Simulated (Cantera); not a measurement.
Feed: 1 mol SiHCl3, 1.6 mol HCl, 34 mol H2, at 0.00580 bar.

Equilibrium computed with Cantera from the NASA thermochemical tables; the gas is ideal and each condensed phase is pure. Candidate condensed phases: Si; 19 gas species. The tables' values for SiCl3, SiCl are old estimates; treat these amounts as uncertain. Equilibrium is a limit: real reactors are often held back by kinetics, nucleation or transport.

x: gas mole fraction; n: condensed amount in mol.

| T (K) | x H2 | x HCl | x SiCl2 | x SiCl4 | x SiHCl3 | x SiCl3 | n Si(s) |
|---|---|---|---|---|---|---|---|
| 1075 | 0.931 | 0.0461 | 0.00447 | 0.0133 | 0.00335 | 0.00194 | 0.143 |
| 1125 | 0.920 | 0.0585 | 0.00789 | 0.00877 | 0.00239 | 0.00237 | 0.201 |
| 1175 | 0.911 | ___ | ___ | ___ | ___ | 0.00240 | 0.233 |
| 1225 | 0.905 | 0.0752 | 0.0152 | 0.00214 | 0.000804 | 0.00203 | 0.241 |
| 1275 | 0.901 | 0.0782 | 0.0176 | 0.000861 | 0.000401 | 0.00153 | 0.235 |
| 1325 | 0.900 | 0.0791 | 0.0191 | 0.000336 | 0.000196 | 0.00109 | 0.223 |
| 1375 | 0.900 | 0.0791 | 0.0201 | 0.000134 | 9.75e-5 | 0.000766 | 0.208 |
| 1425 | 0.900 | 0.0787 | 0.0208 | 5.62e-5 | 5.02e-5 | 0.000545 | 0.193 |
| 1475 | 0.900 | 0.0782 | 0.0214 | 2.47e-5 | 2.69e-5 | 0.000394 | 0.179 |
| 1525 | 0.900 | 0.0776 | 0.0219 | ___ | ___ | 0.000290 | 0.164 |
| 1575 | 0.900 | 0.0769 | 0.0223 | 5.52e-6 | 8.62e-6 | 0.000217 | 0.151 |

Q: Some entries are withheld; supply them.

A: 
- 1525, x SiCl4: 1.14e-5
- 1525, x SiHCl3: 1.49e-5
- 1175, x HCl: 0.0688
- 1175, x SiCl2: 0.0118
- 1175, x SiCl4: 0.00476
- 1175, x SiHCl3: 0.00149
